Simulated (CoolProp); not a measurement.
Properties of R245fa along the isotherm -37.15 °C.

Values from CoolProp's reference Helmholtz-energy equation of state, Akasaka 2015.

| p (bar) | phase | isothermal compressibility (1/MPa) | conductivity (mW/(m K)) | Prandtl number | fugacity coefficient |
|---|---|---|---|---|---|
| 11.4 | liquid | 0.001081 | 112 | 9.78 | 0.006473 |
| 22.8 | liquid | 0.001066 | 112 | 9.85 | 0.003409 |
| 34.2 | liquid | 0.001052 | 113 | 9.93 | 0.002394 |
| 45.6 | liquid | 0.001039 | 113 | 10.0 | 0.001891 |
| 57 | liquid | 0.001025 | 113 | 10.1 | 0.001593 |
| 68.5 | liquid | 0.001013 | 114 | 10.2 | 0.001397 |
| 79.9 | liquid | 0.001000 | 114 | 10.3 | 0.001261 |
| 91.3 | liquid | 0.0009880 | 114 | 10.3 | 0.001162 |
| 103 | liquid | 0.0009759 | 115 | 10.4 | 0.001086 |
| 114 | liquid | 0.0009649 | 115 | 10.5 | 0.001031 |
| 126 | liquid | 0.0009532 | 115 | 10.6 | 0.0009851 |
| 137 | liquid | 0.0009427 | 116 | 10.7 | 0.0009521 |
| 148 | liquid | 0.0009325 | 116 | 10.7 | 0.0009261 |
| 160 | liquid | 0.0009217 | 116 | 10.8 | 0.0009042 |
| 171 | liquid | 0.0009120 | 117 | 10.9 | 0.0008889 |
| 183 | liquid | 0.0009017 | 117 | 11.0 | 0.0008766 |

Viscosity comes from a separate model (Bell 2016), an estimate that may be off by 10 % or more. Thermal conductivity comes from a separate model (Huber 2003), an estimate that may be off by 10 % or more.
